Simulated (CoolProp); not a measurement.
Computed with CoolProp (reference Helmholtz-energy equation of state, Setzmann 1991).

Problem. Give the vapour pressure (kPa), liquid density (kg/m³), vapour density (kg/m³), liquid conductivity (mW/(m K)) of saturated methane at -127.15 °C.

Solution. 
```json
[
 {"T (°C)": "-127.15", "p (kPa)": "864", "liquid density (kg/m³)": "366", "vapour density (kg/m³)": "13.6", "liquid conductivity (mW/(m K))": "135"}
]
```

Thermal conductivity comes from a separate model (Friend 1989).
